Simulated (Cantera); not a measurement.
Feed: 1 mol Si, 3.5 mol HCl, 19 mol H2, held at 518 Torr.

Equilibrium computed with Cantera from the NASA thermochemical tables; the gas is ideal and each condensed phase is pure. Candidate condensed phases: Si; 19 gas species. The tables' values for SiCl3 are old estimates; treat these amounts as uncertain. Rates play no part. All values below are at 1175 °C.

Base state: H2 0.892, HCl 0.0754, SiCl2 0.0196, SiCl3 0.00458, SiHCl3 0.00398, SiCl4 0.00393, SiH2Cl2 0.000623, SiH3Cl 2.84e-5 (mole fractions); condensed: Si(s).

Task: What changes in the equilibrium state with this change: H2 from 19 to 9 mol?

Result: 
```json
[
 {"species": "H2", "before": "0.892", "after": "0.830"},
 {"species": "HCl", "before": "0.0754", "after": "0.0985"},
 {"species": "SiCl2", "before": "0.0196", "after": "0.0360"},
 {"species": "SiCl4", "before": "0.00393", "after": "0.0132"},
 {"species": "SiCl3", "before": "0.00458", "after": "0.0114"},
 {"species": "SiHCl3", "before": "0.00398", "after": "0.00954"},
 {"species": "SiH2Cl2", "before": "0.000623", "after": "0.00106"},
 {"species": "Si(s), mol", "before": "0.271", "after": "0.135"}
]
```
